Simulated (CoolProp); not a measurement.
Values from CoolProp's reference Helmholtz-energy equation of state, Lemmon 2006. It is a short technical equation, of lower accuracy than the large ones.

### Question
Give the vapour pressure (MPa), vapour density (kg/m³), liquid conductivity (mW/(m K)) of saturated C2F6 (R116) at -27.95, -9.05 °C.

### Answer
| T (°C) | p (MPa) | vapour density (kg/m³) | liquid conductivity (mW/(m K)) |
|---|---|---|---|
| -27.95 | 0.816 | 68.7 | 56.2 |
| -9.05 | 1.44 | 130 | 48.4 |

Thermal conductivity comes from a separate model (Huber 2003), an estimate that may be off by 10 % or more.
